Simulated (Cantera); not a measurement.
An isothermal, constant-pressure homogeneous reactor starts with CH4 : H2O : N2 = 1 : 0.81 : 0.11 (molar parts), at 1525 K and 10.0 bar.

Cantera simulation using GRI-Mech 3.0 (53 species, 325 reactions); the numbers are that mechanism's predictions, not measurements.

Q: Predict: x(CH4) at 200 s; x(H2O) at 200 s; x(CH2CO) at 200 s; x(CH2O) at 200 s; x(CH3) at 200 s; x(CO) at 200 s.

A: 
```
Quantity                                            Result
-----------------  ---------------------------------------
x(CH4) at 200 s      0.0735 (gas-phase equilibrium 0.0519)
x(H2O) at 200 s    0.0179 (gas-phase equilibrium 0.000458)
x(CH2CO) at 200 s  5.49e-7 (gas-phase equilibrium 3.94e-7)
x(CH2O) at 200 s   6.26e-7 (gas-phase equilibrium 6.85e-7)
x(CH3) at 200 s    1.38e-5 (gas-phase equilibrium 9.55e-6)
x(CO) at 200 s         0.215 (gas-phase equilibrium 0.228)
```
